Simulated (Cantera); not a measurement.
A Cantera script and its output.

```python
import numpy as np
import cantera as ct

surf = ct.Interface("ptcombust.yaml", "Pt_surf")
gas = surf.adjacent["gas"]
gas.TPX = 300, 11000, {'H2': 0.018, 'O2': 0.063, 'N2': 0.79}
jet = ct.ImpingingJet(gas=gas, width=0.084, surface=surf)
jet.inlet.mdot, jet.inlet.T, jet.inlet.X = 0.1, 300, {'H2': 0.018, 'O2': 0.063, 'N2': 0.79}
jet.set_refine_criteria(ratio=10, slope=0.2, curve=0.3)
show, cover = ['H2', 'O2', 'H2O', 'OH'], ["PT(S)", "H(S)", "O(S)", "OH(S)", "CO(S)", "C(S)"]

rows = []
print(f"{'Ts/K':>7s}" + "".join(f"{s:>11s}" for s in show + cover) + "   (gas at the wall, coverages)")
for i, Ts in enumerate([600, 650, 700, 750, 800, 850]):
    jet.surface.T = Ts
    if i == 0:
        surf.TP = Ts, 11000
        surf.coverages = "PT(S):0.5, O(S):0.5"
        surf.advance_coverages(1.0)
        jet.set_initial_guess(products="inlet")
    jet.solve(loglevel=0, auto=(i == 0))
    rows.append([*(jet.X[gas.species_index(s), -1] for s in show), *surf[cover].coverages])
    print(f"{Ts:7g}" + "".join(f"{x:11.3e}" for x in rows[-1]))
```

It prints:

```
   Ts/K         H2         O2        H2O         OH      PT(S)       H(S)       O(S)      OH(S)      CO(S)       C(S)   (gas at the wall, coverages)
    600  1.696e-03  5.184e-02  3.710e-02  1.018e-12  5.377e-02  1.342e-09  9.400e-01  6.243e-03 -1.351e-28 -3.527e-32
    650  1.678e-03  5.187e-02  3.689e-02  1.312e-11  5.674e-02  2.170e-09  9.391e-01  4.193e-03  7.202e-19  3.371e-26
    700  1.582e-03  5.181e-02  3.686e-02  1.139e-10  6.288e-02  3.896e-09  9.341e-01  3.043e-03  5.197e-18 -8.171e-31
    750  1.295e-03  5.155e-02  3.720e-02  6.969e-10  8.067e-02  8.669e-09  9.168e-01  2.486e-03  8.295e-22  1.780e-25
    800  9.493e-04  5.122e-02  3.768e-02  3.055e-09  1.170e-01  2.278e-08  8.808e-01  2.219e-03  7.996e-21  2.041e-27
    850  6.785e-04  5.098e-02  3.801e-02  1.138e-08  1.687e-01  5.818e-08  8.292e-01  2.017e-03 -1.696e-21  5.559e-25
```

Cantera simulation using Deutschmann's 1995 Pt surface mechanism with GRI-Mech 3.0 gas chemistry; the numbers are that mechanism's predictions, not measurements. Catalytic surfaces can have several steady states; this one follows from the mechanism file's or the stated starting coverage.
